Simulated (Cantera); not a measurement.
What does this Cantera script print?

```python
import numpy as np
import cantera as ct

gas = ct.Solution("h2o2.yaml")
gas.TPX = 1323, 150, {'H2': 0.026, 'O2': 1}
reactor = ct.IdealGasConstPressureReactor(gas, energy="off", clone=False)
net = ct.ReactorNet([reactor])
net.rtol, net.atol = 1e-08, 1e-18
show = ['H2', 'O2', 'O', 'H2O', 'OH', 'H2O2', 'HO2']
times = np.geomspace(2e-06, 1, 13)

steps = ct.SolutionArray(gas, extra=["t"])
rows = []
print(f"{'t/s':>10s}{'T/K':>9s}{'P/Pa':>11s}" + "".join(f"{s:>11s}" for s in show))
for t in times:
    while net.time < t:
        t_next = net.step()
        steps.append(gas.state, t=t_next)
    rows.append([np.interp(t, steps.t, y) for y in (steps.T, steps.P, *steps(*show).X.T)])
    print(f"{t:10.3e}{rows[-1][0]:9.1f}{rows[-1][1]:11.4g}" + "".join(f"{x:11.3e}" for x in rows[-1][2:]))
rate = np.gradient(steps.T, steps.t)
print("integrator steps:", len(steps.t))
if steps.T.max() > steps.T[0] + 200:
    print(f"time of steepest temperature rise: {steps.t[rate.argmax()]:.4e} s")
gas.TPX = 1323, 150, {'H2': 0.026, 'O2': 1}
gas.equilibrate("TP")
print(f"equilibrium (TP): T = {gas.T:.1f} K  " + "  ".join(f"{s} {gas[s].X[0]:.3e}" for s in show))
```

Output:

```
       t/s      T/K       P/Pa         H2         O2          O        H2O         OH       H2O2        HO2
 2.000e-06   1323.0        150  2.534e-02  9.747e-01  1.834e-13  1.343e-16  1.834e-13  2.612e-17  4.202e-11
 5.970e-06   1323.0        150  2.534e-02  9.747e-01  1.617e-12  3.399e-15  1.616e-12  2.317e-16  1.254e-10
 1.782e-05   1323.0        150  2.534e-02  9.747e-01  1.414e-11  8.877e-14  1.410e-11  2.062e-15  3.744e-10
 5.318e-05   1323.0        150  2.534e-02  9.747e-01  1.194e-10  2.254e-12  1.185e-10  1.834e-14  1.117e-09
 1.587e-04   1323.0        150  2.534e-02  9.747e-01  9.205e-10  5.305e-11  9.015e-10  1.631e-13  3.335e-09
 4.738e-04   1323.0        150  2.534e-02  9.747e-01  5.925e-09  1.052e-09  5.570e-09  1.445e-12  9.954e-09
 1.414e-03   1323.0        150  2.534e-02  9.747e-01  3.462e-08  1.722e-08  2.968e-08  1.270e-11  2.970e-08
 4.221e-03   1323.0        150  2.534e-02  9.747e-01  3.851e-07  3.889e-07  3.028e-07  1.087e-10  8.853e-08
 1.260e-02   1323.0        150  2.516e-02  9.745e-01  1.046e-04  1.283e-04  8.076e-05  8.278e-10  2.516e-07
 3.761e-02   1323.0        150  3.012e-04  9.517e-01  2.045e-02  2.258e-02  2.847e-03  4.520e-09  1.545e-07
 1.122e-01   1323.0        150  2.405e-04  9.518e-01  2.057e-02  2.279e-02  2.675e-03  4.069e-09  1.485e-07
 3.350e-01   1323.0        150  2.354e-04  9.523e-01  2.010e-02  2.285e-02  2.647e-03  4.058e-09  1.473e-07
 1.000e+00   1323.0        150  2.210e-04  9.537e-01  1.875e-02  2.302e-02  2.567e-03  4.025e-09  1.437e-07
integrator steps: 614
equilibrium (TP): T = 1323.0 K  H2 8.753e-08  O2 9.743e-01  O 6.824e-06  H2O 2.564e-02  OH 5.167e-05  H2O2 6.392e-11  HO2 1.462e-08
```

Detailed kinetics in Cantera: the H2/O2 subset of GRI-Mech 3.0, which has no nitrogen chemistry. Radical loss at walls, strong at low pressure, is not modelled.
